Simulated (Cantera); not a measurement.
Input (Python, Cantera):

```python
import numpy as np
import cantera as ct

gas = ct.Solution("gri30.yaml")
gas.TP = 300, 270000
flame = ct.CounterflowDiffusionFlame(gas, width=0.02)
flame.fuel_inlet.X, flame.fuel_inlet.T = {'CO': 1, 'H2': 0.041}, 473
flame.oxidizer_inlet.X, flame.oxidizer_inlet.T = {'O2': 0.21, 'N2': 0.79}, 525
flame.set_refine_criteria(ratio=3, slope=0.12, curve=0.24, prune=0.03)
show = ['OH', 'H', 'NO', 'CO']

rows = []
print(f"{'mdot':>8s}{'a_max':>10s}{'a_mean':>10s}{'Tmax/K':>9s}" + "".join(f"{s:>11s}" for s in show) + "   (peak mole fractions)")
for i, mdot in enumerate([1.6, 2.4, 3.6, 5.3, 7.9, 12, 18, 26, 39]):  # kg/m2/s on the oxidiser side
    flame.oxidizer_inlet.mdot, flame.fuel_inlet.mdot = mdot, 0.92 * mdot
    flame.solve(loglevel=0, auto=(i == 0))
    if flame.T.max() < max(473, 525) + 100:
        print(f"{mdot:8.3g}  no burning solution found from the previous one")
        break
    dT = np.abs(np.gradient(flame.T, flame.grid))
    rows.append([flame.strain_rate("max"), flame.strain_rate("mean"), flame.T.max(),
                 *(flame.X[gas.species_index(s)].max() for s in show), max(dT[0], dT[-1]) / dT.max()])
    print(f"{mdot:8.3g}{rows[-1][0]:10.1f}{rows[-1][1]:10.1f}{rows[-1][2]:9.1f}" + "".join(f"{x:11.3e}" for x in rows[-1][3:-1]))
```

Output:

```
    mdot     a_max    a_mean   Tmax/K         OH          H         NO         CO   (peak mole fractions)
     1.6     295.0      84.6   2279.5  4.059e-03  2.896e-03  4.238e-04  9.622e-01
     2.4     433.5     126.8   2232.4  4.179e-03  3.520e-03  2.963e-04  9.624e-01
     3.6     638.3     190.2   2182.8  4.252e-03  4.243e-03  2.096e-04  9.623e-01
     5.3     925.1     280.1   2131.4  4.260e-03  5.013e-03  1.539e-04  9.622e-01
     7.9    1358.1     417.5   2076.3  4.238e-03  5.898e-03  1.157e-04  9.622e-01
      12    2032.0     634.2   2013.2  4.119e-03  6.879e-03  8.848e-05  9.621e-01
      18    2998.9     951.2   1947.1  3.915e-03  7.828e-03  6.996e-05  9.621e-01
      26    4263.4    1374.0   1881.9  3.650e-03  8.639e-03  5.609e-05  9.621e-01
      39    6290.4    2061.0   1804.0  3.276e-03  9.293e-03  4.224e-05  9.621e-01
```

Cantera simulation using GRI-Mech 3.0 (53 species, 325 reactions); the numbers are that mechanism's predictions, not measurements. The hydrogen kinetics of GRI-Mech 3.0 are dated; newer H2 mechanisms differ, most at raised pressure. The maximum strain rate includes the flame's own expansion and is several times the mean.
